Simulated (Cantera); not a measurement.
Input: 1 mol Fe2O3, 3.3 mol H2S, 0.61 mol CO2, held at 1923.15 K and 1900000 Pa.

Cantera equilibrium calculation (NASA polynomials, part measured and part estimated; ideal gas, pure solids and liquids). Candidate condensed phases: C, C6H6, C7H8, C8H18, Fe, Fe(CO)5, FeO, Fe(OH)2, Fe(OH)3, FeS, FeSO4, FeS2, Fe2O3, Fe2(SO4)3, Fe3O4, H2O, H2SO4, S; 127 gas species. FeS: taken at fixed stoichiometry. The numbers say what is thermodynamically allowed, not how fast it happens.

Base state: H2O 0.567, H2 0.0844, CO2 0.0806, H2S 0.0691, SO2 0.0676, S2 0.0655, CO 0.0515, SO 0.00459 (mole fractions); condensed: FeS(l).

### Question
What changes in the equilibrium state with this change: CO2 from 0.61 to 0.062 mol?

### Answer
```
species        before     after
-----------  --------  --------
H2O             0.567     0.634
H2             0.0844     0.104
H2S            0.0691    0.0931
CO2            0.0806   0.00907
CO             0.0515   0.00638
S2             0.0655    0.0785
SO2            0.0676    0.0611
Fe(OH)2       7.61e-5   7.06e-5
COS           0.00151  0.000205
SH            0.00445   0.00540
H             6.29e-5   6.97e-5
S            0.000111  0.000121
S2O           0.00327   0.00356
FeS(l), mol      2.00      2.00
```
